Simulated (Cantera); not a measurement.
A Cantera script and what it prints.

```python
import numpy as np
import cantera as ct

gas_names = """
    F F2 H HF H2 H2F2 H3F3 H4F4 H5F5 H6F6 H7F7 Si SiF SiF2 SiF3 SiF4 SiH SiHF3 SiH2 SiH2F2 SiH3 SiH3F
    SiH4 Si2 Si3
""".split()
cond_names = """
    Si(cr) Si(L)
""".split()


def load(file, names, dense=False):
    # The tables refer to 1 bar. Condensed volumes are neglected.
    table = {s.name: s for s in ct.Species.list_from_file(file)}
    out = []
    for n in names:
        d = dict(table[n].input_data)
        d["thermo"] = dict(d["thermo"], **{"reference-pressure": 1e5})
        if dense:
            d["equation-of-state"] = {"model": "constant-volume", "density": "1e6 g/cm^3"}
        out.append(ct.Species.from_dict(d))
    return out


gas = ct.Solution(thermo="ideal-gas", species=load("nasa_gas.yaml", gas_names))
cond = {s.name: ct.Solution(thermo="fixed-stoichiometry", species=[s], name=s.name)
        for s in load("nasa_condensed.yaml", cond_names, dense=True)}
atoms = {
    'Si': {'Si': 1},
    'HF': {'H': 1, 'F': 1},
    'H2': {'H': 2},
}
top_T = {}  # K; cautious upper limits of use, not melting points


def equilibrate(T, P, feed):
    n = {}
    for name, mol in feed.items():
        for a, k in atoms[name].items():
            n[a] = n.get(a, 0.0) + k * mol
    gas.TPX = T, P, n
    mass = sum(n.values()) * gas.mean_molecular_weight
    gas.equilibrate("TP")
    valid = [c for c in cond.values() if c.min_temp <= T <= top_T.get(c.name, c.max_temp)]
    mix = ct.Mixture([(gas, mass / gas.mean_molecular_weight)] + [(c, 0.0) for c in valid])
    mix.T, mix.P = T, P
    mix.equilibrate("TP", solver="vcs", rtol=1e-11, max_steps=5000)
    return mix


results = []
feed = {'Si': 1, 'HF': 3.1, 'H2': 89}  # mol
T = 598  # K
P = 100000  # Pa
mix = equilibrate(T, P, feed)
results.append((T, P, feed, dict(zip(mix.species_names, mix.species_moles))))
print(gas.report(threshold=0.001))
for i in range(1, mix.n_phases):
    print(f"{mix.phase(i).name:16s} {mix.phase_moles(i):12.5e} mol")
```

Result:

```
       temperature   598 K
          pressure   1e+05 Pa
           density   0.058244 kg/m^3
  mean mol. weight   2.8959 kg/kmol
   phase of matter   gas

                          1 kg             1 kmol
                     ---------------   ---------------
          enthalpy       -1.6516e+06       -4.7829e+06  J
   internal energy       -3.3685e+06        -9.755e+06  J
           entropy             52886        1.5315e+05  J/K
    Gibbs function       -3.3277e+07       -9.6369e+07  J
 heat capacity c_p             10297             29819  J/K
 heat capacity c_v            7425.9             21505  J/K

                      mass frac. Y      mole frac. X     chem. pot. / RT
                     ---------------   ---------------   ---------------
                H2           0.68993           0.99106           -16.409
              SiF4           0.26421         0.0073514           -365.64
             SiHF3          0.041308         0.0013896           -283.12
     [  +22 minor]         0.0045552        0.00019484

Si(cr)            1.84298e-01 mol
```

Equilibrium computed with Cantera from the NASA thermochemical tables; the gas is ideal and each condensed phase is pure.
